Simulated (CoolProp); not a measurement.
Vapour-liquid equilibrium of CH2F2 (R32) (1) + R123 (2) at 269 K; x and y are mole fractions of (1).

Values from CoolProp's multi-fluid Helmholtz-energy mixture model, Tillner-Roth 1997 and Younglove 1994; pair parameters Bell 2016.

**Question.** Give the bubble pressure and the first vapour's composition at x = 0.05, 0.35, 0.5. Is there an azeotrope?

**Answer.** x = 0.05: 74.48 kPa, y = 0.647; x = 0.35: 322.7 kPa, y = 0.934; x = 0.5: 416.1 kPa, y = 0.955. No azeotrope shows between x = 0.05 and 0.95.

The pair parameters rest on a limited set of measurements; away from them the model extrapolates.
